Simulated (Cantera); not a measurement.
A Cantera script and what it prints.

```python
import numpy as np
import cantera as ct

gas_names = [...]  # 77 gases of nasa_gas.yaml made of C, H, Ti
cond_names = """
    C(gr) C6H6(L) C7H8(L) C8H18(L),n-octa Ti(a) Ti(b) Ti(L) TiC(s) TiC(L)
""".split()


# ... load() reads the species with a 1 bar reference pressure and builds the phases ...
atoms = {
    'Ti': {'Ti': 1},
    'C3H8': {'C': 3, 'H': 8},
    'H2': {'H': 2},
}
top_T = {'C(gr)': 4500}  # K; cautious upper limits of use, not melting points


# ... equilibrate(T, P, feed) seeds the gas with the atoms and calls Mixture.equilibrate('TP', solver="vcs", rtol=1e-11, max_steps=5000) ...
results = []
feed = {'Ti': 1, 'C3H8': 0.065, 'H2': 6.6}  # mol
T = 1273  # K
P = 33  # Pa
mix = equilibrate(T, P, feed)
results.append((T, P, feed, dict(zip(mix.species_names, mix.species_moles))))
print(gas.report(threshold=0.001))
for i in range(1, mix.n_phases):
    print(f"{mix.phase(i).name:16s} {mix.phase_moles(i):12.5e} mol")
```

Output:

```
       temperature   1273 K
          pressure   33 Pa
           density   6.2854e-06 kg/m^3
  mean mol. weight   2.016 kg/kmol
   phase of matter   gas

                          1 kg             1 kmol
                     ---------------   ---------------
          enthalpy        1.4436e+07        2.9102e+07  J
   internal energy        9.1857e+06        1.8518e+07  J
           entropy        1.1921e+05        2.4032e+05  J/K
    Gibbs function       -1.3732e+08       -2.7682e+08  J
 heat capacity c_p             15581             31411  J/K
 heat capacity c_v             11457             23096  J/K

                      mass frac. Y      mole frac. X     chem. pot. / RT
                     ---------------   ---------------   ---------------
                H2           0.99998           0.99996           -26.155
     [  +76 minor]        1.9734e-05        3.9259e-05

C(gr)             0.00000e+00 mol
Ti(b)             8.05000e-01 mol
TiC(s)            1.95000e-01 mol
```

These are equilibrium values from Cantera (NASA tables, ideal gas, pure condensed phases), not measurements of a reactor. Mutual solubility and eutectic melting of coexisting phases are not modelled. TiC: taken at fixed stoichiometry. Condensed phases not in the tables: N, O or C dissolved in the metal.
